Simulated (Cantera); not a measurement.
A perfectly stirred reactor is fed with C2H6 : H2 = 1 : 2.6 (molar parts), at 4.20 Torr; it is held at 1298 K, and followed from long to short residence time.

Model: GRI-Mech 3.0 (53 species, 325 reactions), integrated in Cantera. GRI-Mech 3.0 stops at C3 and has no aromatics, soot or wall deposition, so with more carbon than oxygen in the feed, carbon stays in small species such as C2H2 where larger ones or solid carbon would form. Radical loss at walls, strong at low pressure, is not modelled.

### Question
What does this change do: pressure from 4.20 Torr to 1430 Torr?

### Answer
```json
[
 {"quantity": "x(C2H6) at τ = 7.40 s", "before": "0.00144", "after": "0.00286"},
 {"quantity": "x(H2) at τ = 7.40 s", "before": "0.754", "after": "0.558"},
 {"quantity": "x(H) at τ = 7.40 s", "before": "7.86e-5", "after": "1.42e-6"},
 {"quantity": "x(C2H4) at τ = 7.40 s", "before": "0.0202", "after": "0.0495"},
 {"quantity": "x(CH2) at τ = 7.40 s", "before": "1.05e-8", "after": "2.93e-11"},
 {"quantity": "x(C2H6) at τ = 50.0 ms", "before": "0.0860", "after": "0.0183"},
 {"quantity": "x(H2) at τ = 50.0 ms", "before": "0.701", "after": "0.712"},
 {"quantity": "x(H) at τ = 50.0 ms", "before": "0.000147", "after": "6.86e-6"},
 {"quantity": "x(C2H4) at τ = 50.0 ms", "before": "0.0948", "after": "0.131"},
 {"quantity": "x(CH2) at τ = 50.0 ms", "before": "1.40e-7", "after": "1.59e-10"}
]
```

### Question
What does this change do: pressure from 4.20 Torr to 0.428 Torr?

### Answer
| quantity | before | after |
|---|---|---|
| x(C2H6) at τ = 7.40 s | 0.00144 | 0.00619 |
| x(H2) at τ = 7.40 s | 0.754 | 0.706 |
| x(H) at τ = 7.40 s | 7.86e-5 | 0.000179 |
| x(C2H4) at τ = 7.40 s | 0.0202 | 0.0456 |
| x(CH2) at τ = 7.40 s | 1.05e-8 | 8.17e-8 |
| x(C2H6) at τ = 50.0 ms | 0.0860 | 0.219 |
| x(H2) at τ = 50.0 ms | 0.701 | 0.715 |
| x(H) at τ = 50.0 ms | 0.000147 | 0.000163 |
| x(C2H4) at τ = 50.0 ms | 0.0948 | 0.0313 |
| x(CH2) at τ = 50.0 ms | 1.40e-7 | 3.19e-7 |
